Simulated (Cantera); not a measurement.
What does this Cantera script print?

```python
import numpy as np
import cantera as ct

gas_names = [...]  # 77 gases of nasa_gas.yaml made of C, H, Ti
cond_names = """
    C(gr) C6H6(L) C7H8(L) C8H18(L),n-octa Ti(a) Ti(b) Ti(L) TiC(s) TiC(L)
""".split()


# ... load() reads the species with a 1 bar reference pressure and builds the phases ...
atoms = {
    'TiC': {'Ti': 1, 'C': 1},
    'H2': {'H': 2},
}
top_T = {'C(gr)': 4500}  # K; cautious upper limits of use, not melting points


# ... equilibrate(T, P, feed) seeds the gas with the atoms and calls Mixture.equilibrate('TP', solver="vcs", rtol=1e-11, max_steps=5000) ...
results = []
feed = {'TiC': 1, 'H2': 0.61}  # mol
T = 2175  # K
P = 100000  # Pa
mix = equilibrate(T, P, feed)
results.append((T, P, feed, dict(zip(mix.species_names, mix.species_moles))))
x = sorted(zip(gas.X, gas.species_names), reverse=True)
print(f"T = {T:g} K  P = {P:g} Pa  gas = {mix.phase_moles(0):.4g} mol")
print("   x: " + "  ".join(f"{s} {v:.3e}" for v, s in x if v > 0.001))
print("   condensed (mol): " + ("  ".join(f"{mix.phase(i).name} {mix.phase_moles(i):.4g}"
      for i in range(1, mix.n_phases) if mix.phase_moles(i) > 1e-12) or "none"))
```

It prints:

```
T = 2175 K  P = 100000 Pa  gas = 0.6115 mol
   x: H2 9.951e-01  H 4.870e-03
   condensed (mol): TiC(s) 1
```

Equilibrium computed with Cantera from the NASA thermochemical tables; the gas is ideal and each condensed phase is pure. TiC: taken at fixed stoichiometry.
